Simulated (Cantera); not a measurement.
A closed system holds: 1 mol BN, 0.12 mol O2, 2.4 mol H2, held at 29.0 Pa.

Cantera equilibrium calculation (NASA polynomials, part measured and part estimated; ideal gas, pure solids and liquids). Candidate condensed phases: B, BN, B2O3, B3O3H3, H2O; 39 gas species. Mutual solubility and eutectic melting of coexisting phases are not modelled. The tables' values for BH2 are old estimates; treat these amounts as uncertain. Kinetics and transport are ignored.

log p: log10 of the partial pressure in bar; n: condensed amount in mol.

```tsv
T (°C)	log p H2	log p HBO	log p N2	log p B2O3	log p B2O2	log p BO	log p H	n BN(s)	n B2O3(l)
1050	-3.56	-6.10	-5.03	-6.46	-7.54	-8.58	-7.58	0.840	0.0693
1100	-3.56	-5.69	-5.03	-5.90	-6.78	-7.88	-7.26	0.838	0.0533
1150	-3.57	-5.31	-5.01	-5.39	-6.09	-7.24	-6.96	0.828	0.00943
1200	-3.58	…	-4.98	-5.40	…	…	…	0.813	0
1250	-3.58	-5.00	-4.95	-5.54	-5.57	-6.44	-6.43	0.797	0
1300	-3.59	-4.91	-4.92	…	…	…	…	0.781	0
1350	-3.59	-4.86	-4.90	-6.09	-5.39	-5.88	-5.96	0.771	0
1400	-3.60	-4.84	-4.89	-6.46	-5.39	-5.67	-5.74	0.765	0
1450	-3.60	-4.83	-4.89	-6.87	-5.42	-5.48	-5.54	0.762	0
```

Q: What belongs in the gaps?

A: 
- 1300, log p B2O3: -5.77
- 1300, log p B2O2: -5.45
- 1300, log p BO: -6.14
- 1300, log p H: -6.18
- 1200, log p HBO: -5.13
- 1200, log p B2O2: -5.77
- 1200, log p BO: -6.80
- 1200, log p H: -6.69
